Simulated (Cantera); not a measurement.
Thermodynamics of silicon oxide and oxynitride deposition, feed SiCl4 + NO + N2

Feed: 1 mol SiCl4, 5.3 mol NO, 5.9 mol N2, equilibrated at 1623 K and 13.3 mbar.

Method: chemical equilibrium by Gibbs-energy minimisation in Cantera with the NASA 1993 tables (ideal gas, pure condensed phases). Candidate condensed phases: Si, SiO2, Si2N2O, Si3N4; 23 gas species. The tables hold silica as quartz up to 1696 K and as liquid above; real silica turns to tridymite and cristobalite and melts near 1996 K. Rates play no part.

```yaml
x(N2): 0.625
x(Cl): 0.215
x(O2): 0.120
x(Cl2): 0.0389
x(NO): 0.00144
x(ClO): 0.000182
x(O): 5.70e-5
n(SiO2(β-quartz)): 1.000 mol
gas_amount: 13.67 mol
log10 activity of Si(s) (absent): -17.23
```
